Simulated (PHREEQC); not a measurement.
1 kg of water holding 160 mmol/kgw NaHCO3, 23 mmol/kgw NaCl and 22 mmol/kgw KCl is evaporated at 25 °C; the solids stay in contact with the brine. The system is closed to CO2. Solids allowed: Halite, Kalicinite, Nahcolite, Natron, Sylvite, Trona. Others were left out.

Model: Pitzer model, pitzer.dat, run in PHREEQC.

**Question.** Predict ionic strength, water activity, Cl in solution (mol/kgw), K in solution (mol/kgw) at water left (kg) = 0.6755, 0.4563, 0.375, 0.01623, 0.004964.

**Answer.** 
| water left (kg) | ionic strength | water activity | Cl in solution (mol/kgw) | K in solution (mol/kgw) |
|---|---|---|---|---|
| 0.6755 | 0.308 | 0.990 | 0.0666 | 0.0326 |
| 0.4563 | 0.455 | 0.986 | 0.0986 | 0.0482 |
| 0.375 | 0.554 | 0.983 | 0.120 | 0.0587 |
| 0.01623 | 3.44 | 0.887 | 2.77 | 1.36 |
| 0.004964 | 7.09 | 0.732 | 6.89 | 2.26 |
